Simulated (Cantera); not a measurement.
Cantera run:

```python
import numpy as np
import cantera as ct

gas_names = """
    Fe H H2 N NH NH2 NH3 N2 N2H2 N2H4
""".split()
cond_names = """
    Fe(a) Fe(c) Fe(d) Fe(L)
""".split()


# ... load() reads the species with a 1 bar reference pressure and builds the phases ...
atoms = {
    'Fe': {'Fe': 1},
    'NH3': {'N': 1, 'H': 3},
    'N2': {'N': 2},
}
top_T = {}  # K; cautious upper limits of use, not melting points


# ... equilibrate(T, P, feed) seeds the gas with the atoms and calls Mixture.equilibrate('TP', solver="vcs", rtol=1e-11, max_steps=5000) ...
results = []
feed = {'Fe': 1, 'NH3': 0.28, 'N2': 2}  # mol
P = 1000  # Pa
for T in [950, 1025, 1100, 1175, 1250, 1325, 1400, 1475, 1550, 1625, 1700]:
    mix = equilibrate(T, P, feed)
    results.append((T, P, feed, dict(zip(mix.species_names, mix.species_moles))))
    x = sorted(zip(gas.X, gas.species_names), reverse=True)
    print(f"T = {T:g} K  P = {P:g} Pa  gas = {mix.phase_moles(0):.4g} mol")
    print("   x: " + "  ".join(f"{s} {v:.3e}" for v, s in x if v > 1e-06))
    print("   condensed (mol): " + ("  ".join(f"{mix.phase(i).name} {mix.phase_moles(i):.4g}"
          for i in range(1, mix.n_phases) if mix.phase_moles(i) > 1e-12) or "none"))
```

Output:

```
T = 950 K  P = 1000 Pa  gas = 2.56 mol
   x: N2 8.359e-01  H2 1.641e-01
   condensed (mol): Fe(a) 1
T = 1025 K  P = 1000 Pa  gas = 2.56 mol
   x: N2 8.359e-01  H2 1.641e-01
   condensed (mol): Fe(a) 1
T = 1100 K  P = 1000 Pa  gas = 2.56 mol
   x: N2 8.359e-01  H2 1.641e-01
   condensed (mol): Fe(a) 1
T = 1175 K  P = 1000 Pa  gas = 2.56 mol
   x: N2 8.359e-01  H2 1.641e-01
   condensed (mol): Fe(a) 1
T = 1250 K  P = 1000 Pa  gas = 2.56 mol
   x: N2 8.359e-01  H2 1.641e-01  H 1.958e-06
   condensed (mol): Fe(c) 1
T = 1325 K  P = 1000 Pa  gas = 2.56 mol
   x: N2 8.359e-01  H2 1.641e-01  H 6.624e-06
   condensed (mol): Fe(c) 1
T = 1400 K  P = 1000 Pa  gas = 2.56 mol
   x: N2 8.359e-01  H2 1.641e-01  H 1.970e-05  Fe 1.532e-06
   condensed (mol): Fe(c) 1
T = 1475 K  P = 1000 Pa  gas = 2.56 mol
   x: N2 8.359e-01  H2 1.640e-01  H 5.253e-05  Fe 8.735e-06
   condensed (mol): Fe(c) 1
T = 1550 K  P = 1000 Pa  gas = 2.56 mol
   x: N2 8.358e-01  H2 1.640e-01  H 1.275e-04  Fe 4.191e-05
   condensed (mol): Fe(c) 0.9999
T = 1625 K  P = 1000 Pa  gas = 2.561 mol
   x: N2 8.357e-01  H2 1.639e-01  H 2.856e-04  Fe 1.733e-04
   condensed (mol): Fe(c) 0.9996
T = 1700 K  P = 1000 Pa  gas = 2.562 mol
   x: N2 8.352e-01  H2 1.636e-01  Fe 6.293e-04  H 5.960e-04
   condensed (mol): Fe(d) 0.9984
```

Equilibrium computed with Cantera from the NASA thermochemical tables; the gas is ideal and each condensed phase is pure.
